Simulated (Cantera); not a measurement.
# Gas-phase reforming

A perfectly stirred reactor is fed with CH₄ : H₂O : H₂ = 1 : 3.7 : 0.063 (molar parts), at 100.0 Torr; it is held at 1325 K, and followed from long to short residence time.

Model: GRI-Mech 3.0 (53 species, 325 reactions), integrated in Cantera.

```tsv
τ (s)	x CH₄	x H₂O	x H₂	x HO₂	x C₂H₂
14	0.184	0.759	0.0452	<1e-12	0.00921
5.6	0.198	0.770	0.0271	<1e-12	0.00392
2.3	0.205	0.774	0.0187	<1e-12	0.00134
0.91	0.208	0.776	0.0151	<1e-12	0.000313
0.37	0.209	0.777	0.0138	<1e-12	4.84e-5
0.15	0.210	0.777	0.0134	<1e-12	4.55e-6
0.060	0.210	0.777	0.0133	<1e-12	3.02e-7
0.024	0.210	0.777	0.0132	<1e-12	1.87e-8
0.0097	0.210	0.777	0.0132	<1e-12	1.04e-9
0.0039	0.210	0.777	0.0132	<1e-12	3.84e-11
0.0016	0.210	0.777	0.0132	<1e-12	1.10e-12
```
x: mole fraction; the columns are a selection and need not sum to one.
